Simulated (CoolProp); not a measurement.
Vapour-liquid equilibrium of R1234yf (1) + R152A (2) at 192.9 K; x and y are mole fractions of (1).

Model: multi-fluid Helmholtz-energy mixture model, Lemmon 2022 and Outcalt 1996; pair parameters Bell 2023, in CoolProp.

```csv
x,bubble pressure (MPa),y at the bubble point,dew pressure at overall composition x (MPa),liquid density (mol/L)
0.05,0.003747,0.106,0.003624,16.65
0.2,0.004255,0.323,(withheld),15.73
0.35,0.004597,0.469,0.004320,(withheld)
0.5,0.004844,0.591,0.004664,(withheld)
0.65,0.005033,0.708,(withheld),(withheld)
0.8,0.005180,0.829,0.005149,(withheld)
0.95,(withheld),0.956,0.005292,12.41
```

**Question.** What belongs in the gaps?

**Answer.** 
- 0.2, dew pressure at overall composition x (MPa): 0.003962
- 0.35, liquid density (mol/L): 14.92
- 0.5, liquid density (mol/L): 14.19
- 0.65, dew pressure at overall composition x (MPa): 0.004946
- 0.65, liquid density (mol/L): 13.54
- 0.8, liquid density (mol/L): 12.95
- 0.95, bubble pressure (MPa): 0.005297

No azeotrope shows between x = 0.05 and 0.95.

Pair parameters are fitted to limited data, so mixtures are less certain than the pure fluids.
